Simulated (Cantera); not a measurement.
Input: 1 mol SiH2Cl2, 0.071 mol C2H2, 14 mol H2, at 2573.15 K and 42.0 Torr.

Equilibrium computed with Cantera from the NASA thermochemical tables; the gas is ideal and each condensed phase is pure. Candidate condensed phases: C, C6H6, C7H8, C8H18, Si, SiC; 109 gas species. The tables' values for SiCl are old estimates; treat these amounts as uncertain. Gases not in the tables: Si2H6 and higher silanes. Rates play no part.

Base state: H2 0.724, H 0.124, HCl 0.0884, Si 0.0391, Cl 0.0106, SiCl2 0.00406, SiCl 0.00331, Si2C 0.00223 (mole fractions); condensed: gas only.

Task: What changes in the equilibrium state with this change: temperature from 2573.15 K to 1400 K?

Result: 
| species | before | after |
|---|---|---|
| H2 | 0.724 | 0.901 |
| HCl | 0.0884 | 0.0763 |
| SiCl2 | 0.00406 | 0.0191 |
| H | 0.124 | 1.95e-5 |
| Si | 0.0391 | 1.47e-8 |
| Cl | 0.0106 | 1.36e-6 |
| Si2C | 0.00223 | <1e-9 |
| SiC2 | 0.00150 | <1e-9 |
| C2H2 (acetylene) | 0.00127 | <1e-9 |
| Si2 | 0.000314 | <1e-9 |
| Si(s), mol | 0 | 0.501 |
| SiC(s), mol | 0 | 0.142 |
Mutual solubility and eutectic melting of coexisting phases are not modelled. The tables' values for SiCl3 are old estimates; treat these amounts as uncertain.

Task: What changes in the equilibrium state with this change: SiH2Cl2 replaced by SiCl4?

Result: 
```json
[
 {"species": "H2", "before": "0.724", "after": "0.638"},
 {"species": "HCl", "before": "0.0884", "after": "0.169"},
 {"species": "H", "before": "0.124", "after": "0.116"},
 {"species": "Cl", "before": "0.0106", "after": "0.0216"},
 {"species": "SiCl2", "before": "0.00406", "after": "0.0132"},
 {"species": "Si", "before": "0.0391", "after": "0.0305"},
 {"species": "SiCl3", "before": "4.89e-6", "after": "3.23e-5"},
 {"species": "Si3", "before": "1.43e-5", "after": "6.77e-6"},
 {"species": "Si2", "before": "0.000314", "after": "0.000191"}
]
```
The tables' values for SiCl, SiCl3 are old estimates; treat these amounts as uncertain.

Task: What changes in the equilibrium state with this change: temperature from 2573.15 K to 1198 K?

Result: 
| species | before | after |
|---|---|---|
| H2 | 0.724 | 0.923 |
| HCl | 0.0884 | 0.0532 |
| SiCl4 | 3.42e-9 | 0.00925 |
| H | 0.124 | 7.72e-7 |
| Si | 0.0391 | <1e-9 |
| Cl | 0.0106 | 3.86e-8 |
| Si2C | 0.00223 | <1e-9 |
| SiH | 0.00187 | <1e-9 |
| Si(s), mol | 0 | 0.481 |
| SiC(s), mol | 0 | 0.142 |
Mutual solubility and eutectic melting of coexisting phases are not modelled. The tables' values for SiCl3 are old estimates; treat these amounts as uncertain.
